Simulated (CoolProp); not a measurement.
Hydrogen chloride at 510.97 K and 1.21 MPa is throttled through a valve to 0.632 MPa with no heat exchange. Each further row changes one setting.

Values from CoolProp's reference Helmholtz-energy equation of state, Thol 2018.

| case | temperature change (K) | final density (kg/m³) |
|---|---|---|
| as stated | -3.1 | 5.49 |
| outlet pressure 0.19 MPa | -5.5 | 1.65 |
| outlet pressure 0.822 MPa | -2.1 | 7.15 |
